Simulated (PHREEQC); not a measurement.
Dissolve 0.0064 mol/kgw HF, 9.3e-05 mol/kgw (NH4)2SiF6 and 0.0012 mol/kgw HBF4 at 25 °C. Closed to the air; pH follows from the charge balance.

Model: ion-association model, phreeqc.dat, run in PHREEQC.

| Quantity | Result |
|---|---|
| pH | 2.60 |
| ionic strength | 0.00292 mol/kgw |
| total alkalinity | -11.6 meq/kg |

| species | molality | activity | log γ |
|---|---|---|---|
| HF | 0.00528 | 0.00529 | 0.000 |
| H+ | 0.00264 | 0.00250 | -0.024 |
| F- | 0.00150 | 0.00141 | -0.026 |
| BF4- | 0.00103 | 0.000968 | -0.026 |
| NH4+ | 0.000186 | 0.000175 | -0.026 |
| SiF6-2 | 9.28e-5 | 7.35e-5 | -0.101 |
| H3BO3 | 8.23e-5 | 8.23e-5 | 0.000 |
| BF3OH- | 7.16e-5 | 6.74e-5 | -0.026 |
| HF2- | 3.03e-5 | 2.86e-5 | -0.026 |
| BF2(OH)2- | 1.85e-5 | 1.74e-5 | -0.026 |

No solid was allowed to form. SiF6-2 is the database's only silicon fluoride. Real BF4- forms and hydrolyses slowly; the run takes it at equilibrium.
